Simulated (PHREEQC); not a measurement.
A column of 0.2 m (40 cells, dispersivity 0.007 m, 60 s a shift, diffusion coefficient 3e-10 m²/s) holds 0.094 eq of the database's cation exchanger X per kg of pore water, first in equilibrium with 61 mmol/kgw LiCl and 0.01 mmol/kgw HCl. It is flushed with 0.07 mol/kgw CdCl2, 0.011 mol/kgw NaCl and 1e-05 mol/kgw HCl, at 15 °C. Values are for the last cell. No CO2 enters from the air. No solid was allowed to form.

Base run: PHREEQC, ion-association model, phreeqc.dat. Each further column changes one thing. The table gives Li in solution (mol/kgw).

```
pore volumes      base  exchange capacity from 0.094 to 0.047 eq/kgw  dispersivity from 0.007 to 0.014 m
------------  --------  --------------------------------------------  ----------------------------------
0               0.0610                                        0.0610                              0.0610
0.6375          0.0659                                        0.0659                                 [?]
1.387            0.125                                        0.0369                              0.0958
2.013           0.0108                                       0.00167                                 [?]
2.638         0.000507                                       5.20e-5                             0.00299
3.388          1.10e-5                                           [?]                            0.000319
4.013          4.21e-7                                       1.59e-8                             4.90e-5
```

Question: Some entries are withheld; supply them.

Answer: 
- 0.6375, dispersivity from 0.007 to 0.014 m: 0.0737
- 2.013, dispersivity from 0.007 to 0.014 m: 0.0186
- 3.388, exchange capacity from 0.094 to 0.047 eq/kgw: 6.58e-7
